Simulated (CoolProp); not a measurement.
Vapour-liquid equilibrium of toluene (1) + n-dodecane (2) at 0.312 bar; x and y are mole fractions of (1).

Computed with CoolProp (multi-fluid Helmholtz-energy mixture model, Lemmon 2006 and Lemmon 2004; pair parameters Bell 2016).

Problem. Give the bubble temperature and the first vapour's composition at x = 0.55, 0.65, 0.95. Is there an azeotrope?

Solution. x = 0.55: 90.6 °C, y = 0.982; x = 0.65: 85.7 °C, y = 0.989; x = 0.95: 75.2 °C, y = 0.999. No azeotrope shows between x = 0.05 and 0.95.

The pair parameters rest on a limited set of measurements; away from them the model extrapolates. The gap from Raoult's law changes sign with composition, which may be real or a fault of the pair parameters; it wasn't checked against measurements.
